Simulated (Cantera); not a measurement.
Cantera run, input and output.

```python
import numpy as np
import cantera as ct

gas = ct.Solution("gri30.yaml")
gas.TPX = 1550, 220000, {'CH4': 1, 'H2': 0.14, 'O2': 0.941, 'N2': 3.54}
reactor = ct.IdealGasReactor(gas, energy="on", clone=False)
net = ct.ReactorNet([reactor])
net.rtol, net.atol = 1e-08, 1e-16
show = ['CH4', 'H2', 'O2', 'H2O2', 'CO']
times = np.geomspace(2e-06, 0.4, 13)

steps = ct.SolutionArray(gas, extra=["t"])
rows = []
print(f"{'t/s':>10s}{'T/K':>9s}{'P/Pa':>11s}" + "".join(f"{s:>11s}" for s in show))
for t in times:
    while net.time < t:
        t_next = net.step()
        steps.append(gas.state, t=t_next)
    rows.append([np.interp(t, steps.t, y) for y in (steps.T, steps.P, *steps(*show).X.T)])
    print(f"{t:10.3e}{rows[-1][0]:9.1f}{rows[-1][1]:11.4g}" + "".join(f"{x:11.3e}" for x in rows[-1][2:]))
rate = np.gradient(steps.T, steps.t)
print("integrator steps:", len(steps.t))
if steps.T.max() > steps.T[0] + 200:
    print(f"time of steepest temperature rise: {steps.t[rate.argmax()]:.4e} s")
gas.TPX = 1550, 220000, {'CH4': 1, 'H2': 0.14, 'O2': 0.941, 'N2': 3.54}
gas.equilibrate("UV")
print(f"equilibrium (UV): T = {gas.T:.1f} K  " + "  ".join(f"{s} {gas[s].X[0]:.3e}" for s in show))
```

It prints:

```
       t/s      T/K       P/Pa        CH4         H2         O2       H2O2         CO
 2.000e-06   1550.0    2.2e+05  1.779e-01  2.491e-02  1.674e-01  3.116e-08  4.415e-11
 5.531e-06   1550.0    2.2e+05  1.779e-01  2.491e-02  1.674e-01  1.396e-07  9.088e-10
 1.529e-05   1549.9    2.2e+05  1.779e-01  2.491e-02  1.674e-01  3.993e-07  2.999e-08
 4.229e-05   1550.1    2.2e+05  1.776e-01  2.489e-02  1.673e-01  6.144e-07  2.116e-06
 1.170e-04   1559.0  2.213e+05  1.753e-01  2.493e-02  1.660e-01  1.605e-06  1.745e-04
 3.234e-04   2767.8  4.684e+05  2.800e-04  1.912e-01  1.495e-05  9.709e-09  1.343e-01
 8.944e-04   2740.6  4.661e+05  2.458e-10  1.936e-01  2.327e-05  1.369e-08  1.365e-01
 2.473e-03   2741.2  4.662e+05  2.425e-10  1.935e-01  2.341e-05  1.375e-08  1.365e-01
 6.840e-03   2741.2  4.662e+05  2.425e-10  1.935e-01  2.341e-05  1.375e-08  1.365e-01
 1.891e-02   2741.2  4.662e+05  2.425e-10  1.935e-01  2.341e-05  1.375e-08  1.365e-01
 5.231e-02   2741.2  4.662e+05  2.425e-10  1.935e-01  2.341e-05  1.375e-08  1.365e-01
 1.446e-01   2741.2  4.662e+05  2.425e-10  1.935e-01  2.341e-05  1.375e-08  1.365e-01
 4.000e-01   2741.2  4.662e+05  2.425e-10  1.935e-01  2.341e-05  1.375e-08  1.365e-01
integrator steps: 1858
time of steepest temperature rise: 3.0352e-04 s
equilibrium (UV): T = 2741.2 K  CH4 2.721e-10  H2 1.935e-01  O2 2.341e-05  H2O2 1.375e-08  CO 1.365e-01
```

Detailed kinetics in Cantera: GRI-Mech 3.0 (53 species, 325 reactions).
